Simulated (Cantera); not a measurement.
Thermodynamics of thermal oxidation and active oxidation of silicon, feed Si + H₂O + N₂

Feed: 1 mol Si, 0.89 mol H₂O, 72 mol N₂, equilibrated at 0.00950 bar.

Cantera equilibrium calculation (NASA polynomials, part measured and part estimated; ideal gas, pure solids and liquids). Candidate condensed phases: H₂O, Si, SiO₂, Si₂N₂O, Si₃N₄; 35 gas species. N₂ is the only nitrogen source here; it is nearly inert below about 1500 K, so the nitride shown seldom forms there in practice. Mutual solubility and eutectic melting of coexisting phases are not modelled. The tables' values for SiN are old estimates; treat these amounts as uncertain. The tables hold silica as quartz up to 1696 K and as liquid above; real silica turns to tridymite and cristobalite and melts near 1996 K. Equilibrium is a limit: real reactors are often held back by kinetics, nucleation or transport.

From 1400 K to 1550 K the condensed part is SiO₂(β-quartz) + Si₂N₂O(s). From 1625 K to 1700 K the condensed part is Si₂N₂O(s). At 1775 K the condensed part is Si₃N₄(s). At 1850 K the condensed part is Si(l). From 1925 K to 2075 K nothing is condensed. The main Si-bearing gas is SiO throughout.

```
T (K)   x N₂    x H₂     x SiO       x H      x Si    x Si₂N     x SiN  n SiO₂(β-quartz)  n Si₂N₂O(s)  n Si₃N₄(s)  n Si(l)
-----  -----  ------  --------  --------  --------  --------  --------  ----------------  -----------  ----------  -------
1400   0.988  0.0123   6.25e-5   5.53e-6  5.68e-12    <1e-12  1.12e-12             0.258        0.369           0        0
1475   0.987  0.0123  0.000562   1.47e-5  1.62e-10    <1e-12  2.25e-11             0.246        0.356           0        0
1550   0.984  0.0122   0.00406   3.57e-5   3.34e-9    <1e-12  3.37e-10             0.161        0.271           0        0
1625   0.977  0.0121    0.0106   7.95e-5   1.19e-7  1.08e-10   9.02e-9                 0        0.110           0        0
1700   0.977  0.0120    0.0106  0.000166   7.33e-6   7.93e-8   4.28e-7                 0        0.109           0        0
1775   0.976  0.0119    0.0121  0.000324  0.000169   9.44e-6   7.79e-6                 0            0      0.0317        0
1850   0.975  0.0117    0.0121  0.000599  0.000679   3.82e-5   2.51e-5                 0            0           0   0.0509
1925   0.974  0.0115    0.0120   0.00105   0.00133   4.13e-5   4.02e-5                 0            0           0        0
2000   0.974  0.0111    0.0120   0.00176   0.00140   1.41e-5   3.52e-5                 0            0           0        0
2075   0.973  0.0106    0.0120   0.00282   0.00143   4.95e-6   3.02e-5                 0            0           0        0
```
x: gas mole fraction; n: condensed amount in mol.
